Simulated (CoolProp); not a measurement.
Vapour-liquid equilibrium of n-octane (1) + o-xylene (2) at 343.8 K; x and y are mole fractions of (1).

Values from CoolProp's multi-fluid Helmholtz-energy mixture model, Beckmüller 2019 and Zhou 2012; pair parameters Bell 2016.

```tsv
x	bubble pressure, mixture model (MPa)	bubble pressure, Raoult's law (MPa)	y, mixture model	y, Raoult's law
0.05	0.009142	0.009053	0.098	0.090
0.2	0.01046	0.01020	0.333	0.320
0.35	0.01168	0.01134	0.509	0.503
0.5	0.01282	0.01248	0.650	0.653
0.65	0.01390	0.01363	0.770	0.777
0.8	0.01494	0.01477	0.875	0.883
0.95	0.01596	0.01591	0.970	0.973
```

The largest gap from Raoult's law is +3.0 % in bubble pressure, at x = 0.35. No azeotrope shows between x = 0.05 and 0.95.

Pair parameters are fitted to limited data, so mixtures are less certain than the pure fluids.
